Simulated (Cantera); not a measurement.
A closed system holds: 1 mol C2H5OH, 0.79 mol O2, equilibrated at 0.250 bar.

Cantera equilibrium calculation (NASA polynomials, part measured and part estimated; ideal gas, pure solids and liquids). Candidate condensed phases: C, C6H6, C7H8, C8H18, H2O; 110 gas species. Kinetics and transport are ignored. All values below are at 2377 °C.

Base state: H2 0.450, CO 0.374, H2O 0.0964, H 0.0629, CO2 0.0121, OH 0.00328, O 0.000294, O2 2.55e-5 (mole fractions); condensed: gas only.

Task: What changes in the equilibrium state with this change: O2 from 0.79 to 0.017 mol?

Result: 
```json
[
 {"species": "H2", "before": "0.450", "after": "0.664"},
 {"species": "CO", "before": "0.374", "after": "0.247"},
 {"species": "H", "before": "0.0629", "after": "0.0764"},
 {"species": "H2O", "before": "0.0964", "after": "7.01e-7"},
 {"species": "C2H2 (acetylene)", "before": "<1e-9", "after": "0.0130"},
 {"species": "CO2", "before": "0.0121", "after": "3.95e-8"},
 {"species": "O", "before": "0.000294", "after": "1.45e-9"},
 {"species": "OH", "before": "0.00328", "after": "1.97e-8"},
 {"species": "C2H", "before": "<1e-9", "after": "0.000145"},
 {"species": "C(graphite), mol", "before": "0", "after": "0.853"}
]
```
